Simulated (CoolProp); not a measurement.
R365MFC along the isotherm 491.4 K: Z from the reference equation and from simpler models built on Tc = 460.0 K, pc = 3.266 MPa, ω = 0.377; each cubic takes its own stable root.

The numbers come from the reference Helmholtz-energy equation of state, Lemmon 2016 in CoolProp.

```csv
p (MPa),phase,reference,van der Waals,Redlich-Kwong,Peng-Robinson
0.742,gas,0.9311,0.9397,0.9337,0.9293
1.48,gas,0.8585,0.8727,0.8618,0.8547
2.23,gas,0.7799,0.7940,0.7803,0.7732
2.97,gas,0.6964,0.6984,0.6871,0.6851
3.71,supercritical,0.6051,0.5635,0.5722,0.5870
4.45,supercritical,0.5009,0.4060,0.4358,0.4828
5.2,supercritical,0.3922,0.4002,0.3816,0.4110
5.94,supercritical,0.3594,0.4230,0.3836,0.3922
6.68,supercritical,0.3664,0.4522,0.3992,0.3962
7.42,supercritical,0.3838,0.4837,0.4195,0.4089
8.17,supercritical,0.4051,0.5168,0.4422,0.4259
```
